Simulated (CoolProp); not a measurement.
R245ca at 298.15 K and 0.0564 MPa is throttled through a valve to 0.00599 MPa with no heat exchange. Each further row changes one setting.

Values from CoolProp's reference Helmholtz-energy equation of state, Zhou 2016.

```tsv
case	temperature change (K)	final density (kg/m³)
as stated	?	0.326
outlet pressure 0.0018 MPa	?	?
outlet pressure 0.00779 MPa	?	0.424
```

### Question
Complete the blanks.

### Answer

- as stated, temperature change (K): -1.4
- outlet pressure 0.0018 MPa, temperature change (K): -1.5
- outlet pressure 0.0018 MPa, final density (kg/m³): 0.0979
- outlet pressure 0.00779 MPa, temperature change (K): -1.3
